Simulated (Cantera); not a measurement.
Feed: 1 mol MgO, 1.2 mol HBr, 1.1 mol H2, equilibrated at 1875 K and 6.80 mbar.

Method: chemical equilibrium by Gibbs-energy minimisation in Cantera with the NASA 1993 tables (ideal gas, pure condensed phases). Candidate condensed phases: Br2, H2O, Mg, MgBr2, MgO, Mg(OH)2; 20 gas species. Equilibrium is a limit: real reactors are often held back by kinetics, nucleation or transport.

Base state: H2 0.488, HBr 0.216, H2O 0.105, MgBr2 0.0983, Br 0.0791, MgBr 0.00565, H 0.00556, Mg 0.00153 (mole fractions); condensed: MgO(s).

**Question.** What changes in the equilibrium state with this change: temperature from 1875 K to 1850 K?

**Answer.** 
| species | before | after |
|---|---|---|
| H2 | 0.488 | 0.489 |
| HBr | 0.216 | 0.226 |
| H2O | 0.105 | 0.104 |
| Br | 0.0791 | 0.0723 |
| MgBr2 | 0.0983 | 0.0988 |
| Mg | 0.00153 | 0.00103 |
| MgOH | 1.56e-5 | 1.09e-5 |
| OH | 9.35e-5 | 7.19e-5 |
| MgBr | 0.00565 | 0.00449 |
| H | 0.00556 | 0.00457 |
| MgO(s), mol | 0.745 | 0.750 |
